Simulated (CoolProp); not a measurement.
A single-stage vapour-compression cycle with R227EA: evaporating at 322.15 K (dew point), condensing at 350.15 K (bubble point), superheat 8 K, subcooling 0 K, compressor efficiency 0.6, no pressure losses. Each further row changes one setting.

Model: reference Helmholtz-energy equation of state, Lemmon 2016, in CoolProp.

```json
[
 {"case": "as stated", "cooling COP": "4.89", "pressure ratio": "1.95", "discharge temperature (K)": "356.9", "refrigerating effect (kJ/kg)": "66.5", "volumetric capacity (kJ/m³)": "4580"},
 {"case": "evaporating temperature 327.15 K", "cooling COP": "6.32", "pressure ratio": "(withheld)", "discharge temperature (K)": "(withheld)", "refrigerating effect (kJ/kg)": "69.5", "volumetric capacity (kJ/m³)": "5470"},
 {"case": "condensing temperature 345.15 K", "cooling COP": "(withheld)", "pressure ratio": "1.74", "discharge temperature (K)": "352.1", "refrigerating effect (kJ/kg)": "73.7", "volumetric capacity (kJ/m³)": "5070"},
 {"case": "subcooling 5 K", "cooling COP": "5.44", "pressure ratio": "1.95", "discharge temperature (K)": "356.9", "refrigerating effect (kJ/kg)": "73.9", "volumetric capacity (kJ/m³)": "(withheld)"},
 {"case": "superheat 18 K", "cooling COP": "5.21", "pressure ratio": "1.95", "discharge temperature (K)": "366.1", "refrigerating effect (kJ/kg)": "76.4", "volumetric capacity (kJ/m³)": "4950"},
 {"case": "compressor efficiency 0.5", "cooling COP": "4.08", "pressure ratio": "1.95", "discharge temperature (K)": "359.1", "refrigerating effect (kJ/kg)": "66.5", "volumetric capacity (kJ/m³)": "4580"}
]
```

Question: Complete the blanks.

Answer: 
- evaporating temperature 327.15 K, pressure ratio: 1.72
- evaporating temperature 327.15 K, discharge temperature (K): 357.2
- condensing temperature 345.15 K, cooling COP: 6.43
- subcooling 5 K, volumetric capacity (kJ/m³): 5090
